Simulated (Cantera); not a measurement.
**Roasting and sulfation: FeS2 + SO3 + CO2**

Charge: 1 mol FeS2, 0.068 mol SO3, 4.2 mol CO2, held at 1400 K and 240 Torr.

Cantera equilibrium calculation (NASA polynomials, part measured and part estimated; ideal gas, pure solids and liquids). Candidate condensed phases: C, Fe, Fe(CO)5, FeO, FeS, FeSO4, FeS2, Fe2O3, Fe2(SO4)3, Fe3O4, S; 25 gas species. FeS: taken at fixed stoichiometry. The numbers say what is thermodynamically allowed, not how fast it happens.

```
Item                                        Value
--------------------------------------  ---------
x(CO2)                                      0.732
x(CO)                                       0.117
x(SO2)                                     0.0800
x(S2)                                      0.0649
x(COS)                                    0.00338
x(S2O)                                    0.00140
x(SO)                                    0.000814
x(S)                                      5.29e-6
x(CS2)                                    3.69e-6
n(FeS(s))                                1.00 mol
gas amount                              4.925 mol
log10 activity of Fe(γ) (absent)            -1.90
log10 activity of S(l) (absent)             -1.94
log10 activity of C(graphite) (absent)      -4.99
```
